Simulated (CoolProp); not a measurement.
R1132(E) along the isobar 5.95 MPa: Z from the reference equation and from simpler models built on Tc = 348.8 K, pc = 5.174 MPa, ω = 0.245; each cubic takes its own stable root.

Values from CoolProp's reference Helmholtz-energy equation of state, Akasaka 2024.

```csv
T (K),phase,reference,van der Waals,Redlich-Kwong,Soave-Redlich-Kwong,Peng-Robinson
279.3,liquid,0.1635,0.2637,0.1892,0.1823,0.1612
290.3,liquid,0.1628,0.2620,0.1901,0.1830,0.1618
301.2,liquid,0.1631,0.2617,0.1925,0.1853,0.1639
312.2,liquid,0.1647,0.2634,0.1968,0.1897,0.1681
323.2,liquid,(withheld),0.2676,0.2042,0.1973,0.1753
334.2,liquid,0.1754,0.2761,0.2167,0.2107,0.1879
345.1,liquid,0.1906,(withheld),0.2405,0.2375,0.2138
356.1,supercritical,0.3052,0.3359,0.3230,0.3567,0.3339
367.1,supercritical,0.5248,0.4992,0.5165,0.5489,0.5194
378.1,supercritical,0.6127,0.5901,0.6002,0.6322,0.6021
389,supercritical,0.6708,0.6449,0.6551,0.6884,0.6584
400,supercritical,0.7151,0.6856,(withheld),0.7317,0.7021
```

Problem. What belongs in the gaps?

Solution. 
- 323.2, reference: 0.1684
- 345.1, van der Waals: 0.2925
- 400, Redlich-Kwong: 0.6971
